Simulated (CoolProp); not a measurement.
Vapour pressure (MPa) of the fluoroketone C6F12O (FK-5-1-12): the reference equation beside estimates from Tc = 168.7 °C, pc = 1.869 MPa, ω = 0.471. Clausius-Clapeyron is anchored at -42.95 °C with a constant enthalpy of vaporisation of 35.73 kJ/mol.

Computed with CoolProp (reference Helmholtz-energy equation of state, McLinden 2015).

```json
[
 {"T (°C)": "-55.15", "reference": "0.0002590", "Lee-Kesler": "0.0002757", "Clausius-Clapeyron": "0.0002635", "van der Waals": "0.04746", "Redlich-Kwong": "0.003506", "Soave-Redlich-Kwong": "0.0002808", "Peng-Robinson": "0.0003206"},
 {"T (°C)": "-42.95", "reference": "0.0007492", "Lee-Kesler": "0.0007761", "Clausius-Clapeyron": "0.0007492", "van der Waals": "0.06831", "Redlich-Kwong": "0.007342", "Soave-Redlich-Kwong": "0.0007881", "Peng-Robinson": "0.0008741"},
 {"T (°C)": "-30.75", "reference": "0.001896", "Lee-Kesler": "0.001930", "Clausius-Clapeyron": "0.001917", "van der Waals": "0.09494", "Redlich-Kwong": "0.01400", "Soave-Redlich-Kwong": "0.001953", "Peng-Robinson": "0.002115"},
 {"T (°C)": "-18.65", "reference": "0.004263", "Lee-Kesler": "0.004297", "Clausius-Clapeyron": "0.004454", "van der Waals": "0.1278", "Redlich-Kwong": "0.02462", "Soave-Redlich-Kwong": "0.004333", "Peng-Robinson": "0.004600"},
 {"T (°C)": "-6.45", "reference": "0.008788", "Lee-Kesler": "0.008809", "Clausius-Clapeyron": "0.009644", "van der Waals": "0.1681", "Redlich-Kwong": "0.04078", "Soave-Redlich-Kwong": "0.008854", "Peng-Robinson": "0.009247"},
 {"T (°C)": "5.75", "reference": "0.01673", "Lee-Kesler": "0.01673", "Clausius-Clapeyron": "0.01952", "van der Waals": "0.2164", "Redlich-Kwong": "0.06399", "Soave-Redlich-Kwong": "0.01677", "Peng-Robinson": "0.01728"},
 {"T (°C)": "17.85", "reference": "0.02962", "Lee-Kesler": "0.02961", "Clausius-Clapeyron": "0.03704", "van der Waals": "0.2726", "Redlich-Kwong": "0.09564", "Soave-Redlich-Kwong": "0.02962", "Peng-Robinson": "0.03019"},
 {"T (°C)": "30.05", "reference": "0.04976", "Lee-Kesler": "0.04974", "Clausius-Clapeyron": "0.06710", "van der Waals": "0.3384", "Redlich-Kwong": "0.1380", "Soave-Redlich-Kwong": "0.04972", "Peng-Robinson": "0.05023"},
 {"T (°C)": "42.15", "reference": "0.07922", "Lee-Kesler": "0.07925", "Clausius-Clapeyron": "0.1156", "van der Waals": "0.4132", "Redlich-Kwong": "0.1920", "Soave-Redlich-Kwong": "0.07922", "Peng-Robinson": "0.07947"}
]
```

Absolute difference from the reference over all 9 rows, mean and median: Lee-Kesler 1.4 and 0.2 %, Clausius-Clapeyron 15.5 and 9.7 %, van der Waals 4430.6 and 1812.8 %, Redlich-Kwong 493.2 and 364.0 %, Soave-Redlich-Kwong 2.1 and 0.8 %, Peng-Robinson 8.0 and 5.2 %.
